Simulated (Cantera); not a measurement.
**Boron, boron nitride and boron oxide: BF₃ + H₂O**

A closed system holds: 1 mol BF₃, a varied amount of H₂O, equilibrated at 2125 K and 23.0 mbar.

These are equilibrium values from Cantera (NASA tables, ideal gas, pure condensed phases), not measurements of a reactor. Candidate condensed phases: B, B₂O₃, B₃O₃H₃, H₂O; 43 gas species. The tables' values for BF₂ are old estimates; treat these amounts as uncertain. Rates play no part.

From 1.1 mol H₂O to 10 mol H₂O nothing is condensed. The main B-bearing gas is BOF at 1.1 mol H₂O and HBO₂ at 10 mol H₂O.

```tsv
n(H₂O) (mol)	log p H₂O	log p HF	log p BOF	log p HBO₂	log p H₂	log p OH	log p O₂
1.1	-3.22	-1.83	-2.14	-3.91	-4.12	-4.50	-4.51
2.4	-2.23	-1.95	-2.38	-3.04	-3.46	-3.85	-3.86
3.8	-2.04	-2.05	-2.57	-2.94	-3.33	-3.72	-3.73
5.1	-1.95	-2.12	-2.71	-2.93	-3.27	-3.66	-3.67
6.4	-1.90	-2.18	-2.83	-2.93	-3.24	-3.63	-3.63
7.8	-1.86	-2.24	-2.95	-2.95	-3.21	-3.60	-3.61
9.1	-1.84	-2.29	-3.04	-2.97	-3.20	-3.59	-3.59
10	-1.82	-2.32	-3.10	-2.99	-3.19	-3.58	-3.58
```
log p: log10 of the partial pressure in bar; nothing condenses.
